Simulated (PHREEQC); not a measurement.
Make-up at 10 °C: 0.048 mol/kgw HF, 0.00031 mol/kgw NH4HF2, 0.0012 mol/kgw H2SiF6 and 0.01 mol/kgw HCl. Closed to the air; pH follows from the charge balance.

All values are PHREEQC results (ion-association model, wateq4f.dat), not measurements.

No solid was allowed to form.

Question: Order these F species by the share of F that they hold, largest first: HF2-, F-, HF, SiF6-2, H2F2.

Answer: HF (62 %), H2F2 (19 %), SiF6-2 (13 %), F- (4.6 %), HF2- (1.1 %)

The pH is 1.87 and the ionic strength 0.0165 mol/kgw. wateq4f.dat counts part of the HF as a dimer, H2F2, which phreeqc.dat doesn't know; its constant is uncertain. Constants without temperature data keep their 25 °C values here. SiF6-2 is the database's only silicon fluoride.
